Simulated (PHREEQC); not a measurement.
Make-up at 81 °C: 0.057 mol/kgw CuSO4, 0.00016 mol/kgw HCl and 0.12 mol/kgw FeCl3. Closed to the air; pH follows from the charge balance.

The numbers come from PHREEQC with the ion-association model, phreeqc.dat.

```
quantity                  before   after
------------------------  ------  ------
pH                          1.87    1.67
ionic strength (mol/kgw)   0.466   0.446
Cl- (mol/kgw)              0.272   0.276
FeCl+2 (mol/kgw)          0.0458  0.0696
SI of Goethite (FeOOH)     +4.85   +4.45
SI of Hematite (Fe2O3)    +11.93  +11.13
```

Which change was made?
A) temperature from 81 to 75 °C
B) HCl replaced by NaCl at the same molality
C) diluted 100-fold with water
D) CuSO4 from 0.057 to 0.0114 mol/kgw
E) temperature from 81 to 5 °C

D, CuSO4 from 0.057 to 0.0114 mol/kgw

This is a speciation only: nothing precipitates in the calculation. Some of these states are supersaturated (in Hematite (slow to form), Goethite (slow to form), for instance). At this temperature some constants are extrapolated from 25 °C, and those without enthalpy data are left unchanged.
